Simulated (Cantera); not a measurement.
Cantera with NASA thermochemical tables; ideal gases at 1 bar, condensed phases pure. Values are per mole of reaction as written; species without (g) are pure solids or liquids, kept so even where they would boil at 1 bar.

Q: Between 1798 and 2498 K, where is each reaction favourable under standard conditions?
- O2(g) + 2 SrCl2 ⇌ 2 SrO + 2 Cl2(g)

A: 
- O2(g) + 2 SrCl2 ⇌ 2 SrO + 2 Cl2(g): ΔG° is 336 kJ at 1798 K and 331 kJ at 2498 K; it stays positive (K < 1). ΔH° is 333 kJ and ΔS° 1 J/K at 2498 K.
